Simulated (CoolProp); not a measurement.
Vapour-liquid equilibrium of propane (1) + R236FA (2) at 301.2 K; x and y are mole fractions of (1).

Computed with CoolProp (multi-fluid Helmholtz-energy mixture model, Lemmon 2009 and Pan 2012; pair parameters Bell 2016).

```
x     bubble pressure (kPa)  y at the bubble point  dew pressure at overall composition x (kPa)  liquid density (mol/L)
----  ---------------------  ---------------------  -------------------------------------------  ----------------------
0.05                  423.7                  0.297                                        316.5                   8.923
0.15                  619.4                  0.537                                        353.1                   9.022
0.25                  754.7                  0.637                                        398.5                   9.127
0.35                  844.9                  0.692                                        456.2                   9.244
0.45                  905.8                  0.728                                        532.0                   9.382
0.55                  949.9                  0.757                                        634.6                   9.552
0.65                  985.0                  0.787                                        774.9                   9.768
0.75                   1014                  0.822                                        939.4                   10.04
0.85                   1035                  0.871                                         1028                   10.39
0.95                   1039                  0.946                                         1038                   10.81
```

y crosses x between x = 0.85 and 0.95: the model has an azeotrope there.

The pair parameters rest on a limited set of measurements; away from them the model extrapolates. With so large a gap from Raoult's law the liquid may split in two, which this calculation doesn't test in full.
